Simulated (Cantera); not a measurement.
An adiabatic, constant-pressure homogeneous reactor starts with 2.92 % CH4, 14.2 % O2, 79.6 % N2, 3.21 % H2O, equivalence ratio 0.41, at 1748 K and 32000 Pa.

Model: GRI-Mech 3.0 (53 species, 325 reactions), integrated in Cantera.

One state of this run: T (K) = 1749; x CH4 = 0.0280; x O2 = 0.142; x H2O = 0.0328; x HO2 = 1.97e-5; x NO2 = <1e-12. x: mole fraction; the columns are a selection and need not sum to one.

Task: Which value of t (s) does it belong to?
A. 0.127
B. 0.000300
C. 0.00400
D. 0.0225

Result: B, 0.000300
